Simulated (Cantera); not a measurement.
What does this Cantera script print?

```python
import numpy as np
import cantera as ct

gas_names = """
    CL CLO CL2 Mg MgCL MgCL2 MgO Mg2 O O2 O3 Ti TiCL TiCL2 TiCL3 TiCL4 TiO TiOCL TiOCL2 TiO2
""".split()
cond_names = """
    Mg(cr) Mg(L) MgCL2(s) MgCL2(L) MgO(s) MgO(L) MgTiO3(s) MgTiO3(L) MgTi2O5(s) MgTi2O5(L) Mg2TiO4(s)
    Mg2TiO4(L) Ti(a) Ti(b) Ti(L) TiCL2(s) TiCL3(s) TiCL4(L) TiO(a) TiO(b) TiO(L) TiO2(ru) TiO2(L)
    Ti2O3(a) Ti2O3(b) Ti2O3(L) Ti3O5(a) Ti3O5(b) Ti3O5(L) Ti4O7(s) Ti4O7(L)
""".split()


# ... load() reads the species with a 1 bar reference pressure and builds the phases ...
atoms = {
    'TiO2': {'Ti': 1, 'O': 2},
    'MgCl2': {'Mg': 1, 'CL': 2},
    'O2': {'O': 2},
}
top_T = {'TiCL2(s)': 1300, 'TiCL3(s)': 1000}  # K; cautious upper limits of use, not melting points


# ... equilibrate(T, P, feed) seeds the gas with the atoms and calls Mixture.equilibrate('TP', solver="vcs", rtol=1e-11, max_steps=5000) ...
results = []
feed = {'TiO2': 1, 'MgCl2': 0.58, 'O2': 0.27}  # mol
T = 2125  # K
P = 101325  # Pa
mix = equilibrate(T, P, feed)
results.append((T, P, feed, dict(zip(mix.species_names, mix.species_moles))))
x = sorted(zip(gas.X, gas.species_names), reverse=True)
print(f"T = {T:g} K  P = {P:g} Pa  gas = {mix.phase_moles(0):.4g} mol")
print("   x: " + "  ".join(f"{s} {v:.3e}" for v, s in x if v > 1e-06))
print("   condensed (mol): " + ("  ".join(f"{mix.phase(i).name} {mix.phase_moles(i):.4g}"
      for i in range(1, mix.n_phases) if mix.phase_moles(i) > 1e-12) or "none"))
```

Output:

```
T = 2125 K  P = 101325 Pa  gas = 0.8808 mol
   x: CL 4.062e-01  MgCL2 3.206e-01  O2 1.407e-01  CL2 1.248e-01  TiCL4 3.886e-03  CLO 2.118e-03  TiOCL2 9.219e-04  O 6.155e-04  TiCL3 1.500e-04  MgCL 4.082e-06  TiO2 1.817e-06
   condensed (mol): MgTi2O5(L) 0.2976  TiO2(ru) 0.4005
```

Equilibrium computed with Cantera from the NASA thermochemical tables; the gas is ideal and each condensed phase is pure. Mutual solubility and eutectic melting of coexisting phases are not modelled. Condensed phases not in the tables: alloys, solid solutions and most ternary compounds.
